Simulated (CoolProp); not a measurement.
Values from CoolProp's reference Helmholtz-energy equation of state, Span 2003. It is a short technical equation, of lower accuracy than the large ones.

Question: For n-heptane, give the phase and the cp (kJ/(kg K)), cv (kJ/(kg K)), expansivity (1/kK), viscosity (µPa s) at 351.9 K and 0.954 MPa; 351.9 K and 1.21 MPa; 351.9 K and 1.3 MPa.

Answer: 
- 351.9 K and 0.954 MPa: liquid; cp 2.46, cv 1.98, expansivity 1.43, viscosity 236
- 351.9 K and 1.21 MPa: liquid; cp 2.46, cv 1.98, expansivity 1.42, viscosity 237
- 351.9 K and 1.3 MPa: liquid; cp 2.46, cv 1.98, expansivity 1.42, viscosity 237

Viscosity comes from a separate model (Michailidou 2014).
